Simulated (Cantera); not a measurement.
An isothermal, constant-pressure homogeneous reactor starts with 26.1 % H2, 14.5 % O2, 59.4 % N2, equivalence ratio 0.90, at 1225 K and 0.133 bar.

Computed with Cantera and the H2/O2 subset of GRI-Mech 3.0, which has no nitrogen chemistry. The temperature is held fixed by assumption; the heat of reaction is taken as removed at once.

x: mole fraction; the columns are a selection and need not sum to one.

| t (s) | x H2 | x O2 | x H2O | x HO2 | x OH | x H | x H2O2 |
|---|---|---|---|---|---|---|---|
| 0.000300 | 0.142 | 0.0965 | 0.0831 | 1.03e-5 | 0.00465 | 0.0680 | 6.53e-7 |
| 0.000784 | [?] | [?] | [?] | [?] | 0.00459 | [?] | [?] |
| 0.00205 | 0.0155 | 0.0259 | 0.269 | 5.43e-6 | 0.00267 | 0.0156 | 1.16e-6 |
| 0.00536 | 0.00521 | 0.0191 | 0.291 | 3.93e-6 | 0.00130 | 0.00236 | 1.08e-6 |
| 0.0140 | [?] | 0.0171 | 0.298 | [?] | [?] | [?] | [?] |
| 0.0366 | 0.000181 | 0.0167 | 0.300 | 8.87e-7 | 0.000216 | 1.32e-5 | 2.04e-7 |
| 0.0958 | 2.94e-5 | 0.0167 | 0.300 | 1.89e-7 | 8.92e-5 | 8.99e-7 | 5.37e-8 |
| 0.250 | 6.00e-6 | 0.0167 | 0.300 | 4.20e-8 | 4.17e-5 | 8.75e-8 | 1.45e-8 |
| 0.655 | 1.58e-6 | 0.0167 | 0.300 | 1.17e-8 | 2.19e-5 | 1.23e-8 | 4.46e-9 |
| 1.71 | 5.12e-7 | 0.0167 | 0.300 | 4.56e-9 | 1.26e-5 | 2.33e-9 | 1.57e-9 |
| 4.48 | 2.13e-7 | 0.0167 | 0.300 | 2.96e-9 | 8.13e-6 | 6.31e-10 | 6.70e-10 |
| 11.7 | 1.41e-7 | 0.0167 | 0.300 | 2.76e-9 | 6.53e-6 | 3.38e-10 | 4.41e-10 |
| 30.6 | 1.36e-7 | 0.0167 | 0.300 | 2.76e-9 | 6.37e-6 | 3.16e-10 | 4.22e-10 |
| 80.0 | 1.35e-7 | 0.0167 | 0.300 | 2.76e-9 | 6.37e-6 | 3.16e-10 | 4.22e-10 |

Problem. Fill in the missing entries.

Solution. 
- 0.000784, x H2: 0.0295
- 0.000784, x O2: 0.0396
- 0.000784, x H2O: 0.218
- 0.000784, x HO2: 7.31e-6
- 0.000784, x H: 0.0610
- 0.000784, x H2O2: 9.59e-7
- 0.0140, x H2: 0.00112
- 0.0140, x HO2: 2.53e-6
- 0.0140, x OH: 0.000549
- 0.0140, x H: 0.000209
- 0.0140, x H2O2: 6.15e-7
